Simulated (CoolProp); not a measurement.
c-C4F8 (RC318) along the isotherm 135.55 °C: Z from the reference equation and from simpler models built on Tc = 115.2 °C, pc = 2.778 MPa, ω = 0.355; each cubic takes its own stable root.

The numbers come from the reference Helmholtz-energy equation of state, Platzer 1990 in CoolProp. This equation is an older, rougher fit; its heat capacities, sound speeds and derivatives of the liquid may be far off and weren't checked against measurements.

```csv
p (MPa),phase,reference,van der Waals,Soave-Redlich-Kwong,Peng-Robinson
0.0878,gas,0.9912,0.9917,0.9910,0.9898
0.133,gas,0.9867,0.9873,0.9863,0.9846
0.2,gas,0.9799,0.9808,0.9793,0.9767
0.302,gas,0.9694,0.9708,0.9686,0.9647
0.455,gas,0.9534,0.9555,0.9523,0.9464
0.686,gas,0.9285,0.9315,0.9270,0.9183
1.04,gas,0.8883,0.8926,0.8867,0.8737
1.56,gas,0.8242,0.8295,0.8231,0.8044
2.36,gas,0.7085,0.7097,0.7109,0.6848
3.55,supercritical,0.4562,0.3878,0.4838,0.4557
5.36,supercritical,0.3442,0.4308,0.3968,0.3632
8.09,supercritical,0.4478,0.5764,0.4928,0.4467
12.2,supercritical,0.6172,0.7968,0.6540,0.5906
18.4,supercritical,0.8663,1.118,0.8908,0.8032
27.8,supercritical,1.228,1.587,1.233,1.112
```
